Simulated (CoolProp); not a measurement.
Acetone along the isobar 659 kPa: Z from the reference equation and from simpler models built on Tc = 508.1 K, pc = 4692 kPa, ω = 0.307; each cubic takes its own stable root.

Computed with CoolProp (reference Helmholtz-energy equation of state, Lemmon 2006). It is a short technical equation, of lower accuracy than the large ones.

```json
[
 {"T (K)": "419.9", "phase": "gas", "reference": "0.8764", "Pitzer virial": "0.9041", "Soave-Redlich-Kwong": "0.9037"},
 {"T (K)": "428.6", "phase": "gas", "reference": "0.8873", "Pitzer virial": "0.9107", "Soave-Redlich-Kwong": "0.9102"},
 {"T (K)": "437.3", "phase": "gas", "reference": "0.8967", "Pitzer virial": "0.9168", "Soave-Redlich-Kwong": "0.9162"},
 {"T (K)": "445.9", "phase": "gas", "reference": "0.9048", "Pitzer virial": "0.9223", "Soave-Redlich-Kwong": "0.9217"},
 {"T (K)": "454.6", "phase": "gas", "reference": "0.9121", "Pitzer virial": "0.9274", "Soave-Redlich-Kwong": "0.9268"},
 {"T (K)": "463.3", "phase": "gas", "reference": "0.9186", "Pitzer virial": "0.9320", "Soave-Redlich-Kwong": "0.9314"},
 {"T (K)": "472", "phase": "gas", "reference": "0.9244", "Pitzer virial": "0.9363", "Soave-Redlich-Kwong": "0.9358"},
 {"T (K)": "480.6", "phase": "gas", "reference": "0.9295", "Pitzer virial": "0.9403", "Soave-Redlich-Kwong": "0.9397"},
 {"T (K)": "489.3", "phase": "gas", "reference": "0.9342", "Pitzer virial": "0.9439", "Soave-Redlich-Kwong": "0.9434"},
 {"T (K)": "498", "phase": "gas", "reference": "0.9385", "Pitzer virial": "0.9473", "Soave-Redlich-Kwong": "0.9469"},
 {"T (K)": "506.6", "phase": "gas", "reference": "0.9423", "Pitzer virial": "0.9504", "Soave-Redlich-Kwong": "0.9501"},
 {"T (K)": "515.3", "phase": "gas", "reference": "0.9459", "Pitzer virial": "0.9534", "Soave-Redlich-Kwong": "0.9531"},
 {"T (K)": "524", "phase": "gas", "reference": "0.9491", "Pitzer virial": "0.9561", "Soave-Redlich-Kwong": "0.9559"},
 {"T (K)": "532.7", "phase": "gas", "reference": "0.9521", "Pitzer virial": "0.9586", "Soave-Redlich-Kwong": "0.9585"},
 {"T (K)": "541.3", "phase": "gas", "reference": "0.9549", "Pitzer virial": "0.9610", "Soave-Redlich-Kwong": "0.9609"},
 {"T (K)": "550", "phase": "gas", "reference": "0.9574", "Pitzer virial": "0.9632", "Soave-Redlich-Kwong": "0.9632"}
]
```
